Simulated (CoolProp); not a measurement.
Model: reference Helmholtz-energy equation of state, Zhou 2012, in CoolProp.

Problem. For o-xylene, give the phase and the cp (kJ/(kg K)), Prandtl number at 441 K and 16200 kPa.

Solution. 
- 441 K and 16200 kPa: liquid; cp 2.22, Prandtl number 5.35

Viscosity comes from a separate model (Cao 2016). Thermal conductivity comes from a separate model (Mylona 2014).
